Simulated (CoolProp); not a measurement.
A closed Brayton cycle with carbon dioxide: compressor inlet 328.15 K and 8.7 MPa, high pressure 19.6 MPa, turbine inlet 805 K, compressor efficiency 0.8, turbine efficiency 0.9, recuperator effectiveness 0.9 (on enthalpy, no pinch check). Each further row changes one setting.

Computed with CoolProp (reference Helmholtz-energy equation of state, Span 1996).

```
case                           thermal efficiency (%)  net work (kJ/kg)  compressor to turbine work  compressor exit (K)  turbine exit (K)
-----------------------------  ----------------------  ----------------  --------------------------  -------------------  ----------------
as stated                                        29.8              62.2                        0.41                396.8             708.7
turbine inlet 755 K                              28.0              54.8                        0.44                396.8             662.2
compressor inlet 338.15 K                        28.6              56.6                        0.46                412.2             708.7
high pressure 16.7 MPa                           28.3              52.2                        0.39                382.8             727.3
recuperator effectiveness 0.5                    17.6              62.2                        0.41                396.8             708.7
```
